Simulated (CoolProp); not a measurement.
Vapour pressure (kPa) of CH3F (R41): the reference equation beside estimates from Tc = 317.3 K, pc = 5906 kPa, ω = 0.200. Clausius-Clapeyron is anchored at 168.2 K with a constant enthalpy of vaporisation of 17.77 kJ/mol.

The numbers come from the reference Helmholtz-energy equation of state, Lemmon 2006 in CoolProp. It is a short technical equation, of lower accuracy than the large ones.

```csv
T (K),reference,Lee-Kesler,Clausius-Clapeyron,van der Waals,Soave-Redlich-Kwong,Peng-Robinson
158.7,8.254,7.106,8.404,164.5,7.254,7.795
161.9,10.85,9.459,10.97,188.1,9.644,10.29
165,13.99,12.33,14.05,213.2,12.56,13.31
168.2,17.98,16.02,17.98,241.4,16.29,17.18
171.4,22.86,20.60,22.79,272.2,20.91,21.92
174.5,28.58,26.00,28.45,304.6,26.36,27.49
177.7,35.66,32.75,35.46,340.7,33.15,34.41
180.8,43.82,40.60,43.59,378.5,41.04,42.40
184,53.75,50.24,53.53,420.4,50.70,52.17
```

Absolute difference from the reference over all 9 rows, mean and median: Lee-Kesler 10.0 and 9.9 %, Clausius-Clapeyron 0.6 and 0.5 %, van der Waals 1172.3 and 1090.7 %, Soave-Redlich-Kwong 8.7 and 8.5 %, Peng-Robinson 4.2 and 4.1 %.
